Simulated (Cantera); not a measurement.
Input: 1 mol SiF4, 0.49 mol C2H2, 370 mol H2, held at 1898 K and 7000 Pa.

These are equilibrium values from Cantera (NASA tables, ideal gas, pure condensed phases), not measurements of a reactor. Candidate condensed phases: C, C6H6, C7H8, C8H18, Si, SiC; 113 gas species. The tables' values for SiF2, SiF3, SiF are old estimates; treat these amounts as uncertain. The numbers say what is thermodynamically allowed, not how fast it happens.

Base state: H2 0.987, HF 0.00938, H 0.00293, SiF2 0.000397, C2H2 (acetylene) 0.000253, SiF3 0.000145, CH4 3.18e-5, SiF4 1.74e-5 (mole fractions); condensed: SiC(s).

Task: What changes in the equilibrium state with this change: temperature from 1898 K to 1525 K?

Result: 
```tsv
species	before	after
H2	0.987	0.993
HF	0.00938	0.00509
SiF4	1.74e-5	0.00104
H	0.00293	8.91e-5
SiF	1.09e-5	3.46e-8
C2H2 (acetylene)	0.000253	1.20e-5
SiHF3	8.51e-6	0.000118
SiC(s), mol	0.779	0.417
C(graphite), mol	0	0.495
```
The tables' values for SiF3, SiF2 are old estimates; treat these amounts as uncertain.
